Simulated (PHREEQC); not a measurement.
Dissolve 24 mmol/kgw NaHCO3, 0.68 mmol/kgw KOH and 0.29 mmol/kgw NaCl at 39 °C. Closed to the air; pH follows from the charge balance.

Equilibrium calculation in PHREEQC: ion-association model, wateq4f.dat.

Precipitation was switched off in this run.

What pH does the model give?

pH 8.42.

In which forms is C present?

HCO3- 95 %, CO3-2 2.3 %, NaCO3- 1.1 %, NaHCO3 0.9 %, CO2 0.6 % of the C.

Away from 25 °C the constants follow the database's enthalpies or fits; those with neither stay at their 25 °C values.
